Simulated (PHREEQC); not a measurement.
14 g of hydrous ferric oxide (600 m²/g; 0.2 weak and 0.005 strong sites per Fe, Dzombak-Morel constants, diffuse double layer) in 1 kg of water with 0.001 mol/kgw of an inert sodium salt and 2e-05 mol/kgw BaCl2 and 0.0099 mol/kgw PbCl2, at 25 °C; the pH is set by adding NaOH or the inert anion's acid. O2 is buffered at 0.21 atm. No CO2 enters from the air. Nothing may precipitate in this run.

All values are PHREEQC results (ion-association model, wateq4f.dat), not measurements.

```
pH    Ba sorbed (%)  Pb sorbed (%)  surface charge σ (C/m²)  surface potential ψ (mV)
----  -------------  -------------  -----------------------  ------------------------
4               0.0           15.3                    0.279                       167
4.5             0.0           42.1                    0.214                       162
5               0.0           76.6                    0.156                       158
5.5             0.0           94.2                    0.126                       146
6               0.0           98.9                    0.097                       131
6.5             0.0           99.8                    0.070                       113
7               0.0          100.0                    0.048                        93
7.5             0.1          100.0                    0.030                        70
8               0.8          100.0                    0.017                        45
8.5             6.4          100.0                    0.006                        19
9              36.3          100.0                   -0.002                        -7
9.5            82.2          100.0                   -0.012                       -33
10             97.2          100.0                   -0.024                       -58
10.5           99.6          100.0                   -0.041                       -81
11             99.9          100.0                   -0.064                      -101
11.5          100.0          100.0                   -0.092                      -115
12            100.0           99.9                   -0.120                      -121
```

Species that the database lacks are ignored.
